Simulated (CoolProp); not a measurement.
A Linde-Hampson liquefier for dry air: isothermal reversible compression at 200 K from 1 atm to 40 MPa, throttling to 1 atm, return gas leaving the recuperator 5 K below the feed. Each further row changes one setting.

Computed with CoolProp (reference Helmholtz-energy equation of state, Lemmon 2000). It is a pseudo-pure fit of the blend.

```
case                        liquid yield per pass  compression work (kJ/kg of gas)
--------------------------  ---------------------  -------------------------------
as stated                                   0.269                              323
high pressure 80 MPa                        0.208                                ?
warm-end temperature 230 K                      ?                                ?
warm-end gap 10 K                           0.258                              323
```

What belongs in the gaps?


- high pressure 80 MPa, compression work (kJ/kg of gas): 385
- warm-end temperature 230 K, liquid yield per pass: 0.198
- warm-end temperature 230 K, compression work (kJ/kg of gas): 384
